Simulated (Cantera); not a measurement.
Charge: 1 mol LiCl, 3.2 mol N2, held at 61.0 mbar.

Method: chemical equilibrium by Gibbs-energy minimisation in Cantera with the NASA 1993 tables (ideal gas, pure condensed phases). Candidate condensed phases: Li, LiCl, Li3N; 10 gas species. Equilibrium is a limit: real reactors are often held back by kinetics, nucleation or transport.

x: gas mole fraction; n: condensed amount in mol.

| T (K) | x N2 | x LiCl | x Li2Cl2 | x Li3Cl3 | x Li | x Cl | n LiCl(l) |
|---|---|---|---|---|---|---|---|
| 1173 | 0.849 | 0.0774 | 0.0718 | 0.00224 | 8.96e-9 | 8.95e-9 | 0.141 |
| 1248 | 0.809 | 0.131 | 0.0596 | 0.000895 | 5.15e-8 | 5.15e-8 | 0 |
| 1323 | 0.789 | 0.175 | 0.0356 | 0.000235 | 2.22e-7 | 2.22e-7 | 0 |
| 1398 | 0.776 | (withheld) | (withheld) | (withheld) | (withheld) | (withheld) | 0 |
| 1473 | 0.769 | 0.222 | 0.00910 | 1.17e-5 | 2.35e-6 | 2.35e-6 | 0 |
| 1548 | 0.765 | 0.230 | 0.00446 | 2.69e-6 | 6.23e-6 | 6.23e-6 | 0 |
| 1623 | 0.764 | 0.234 | 0.00227 | 6.77e-7 | 1.50e-5 | 1.50e-5 | 0 |
| 1698 | 0.763 | 0.236 | 0.00121 | 1.89e-7 | 3.32e-5 | 3.32e-5 | 0 |
| 1773 | 0.762 | 0.237 | 0.000673 | 5.84e-8 | 6.88e-5 | 6.88e-5 | 0 |
| 1848 | 0.762 | 0.237 | 0.000393 | 1.98e-8 | 0.000134 | 0.000134 | 0 |
| 1923 | 0.762 | 0.237 | 0.000239 | 7.32e-9 | 0.000249 | 0.000249 | 0 |
| 1998 | 0.762 | 0.237 | (withheld) | (withheld) | (withheld) | (withheld) | 0 |
| 2073 | 0.761 | 0.237 | 9.85e-5 | 1.24e-9 | 0.000746 | 0.000746 | 0 |

Task: Some entries are withheld; supply them.

Result: 
- 1398, x LiCl: 0.205
- 1398, x Li2Cl2: 0.0186
- 1398, x Li3Cl3: 5.36e-5
- 1398, x Li: 7.83e-7
- 1398, x Cl: 7.83e-7
- 1998, x Li2Cl2: 0.000151
- 1998, x Li3Cl3: 2.92e-9
- 1998, x Li: 0.000440
- 1998, x Cl: 0.000440
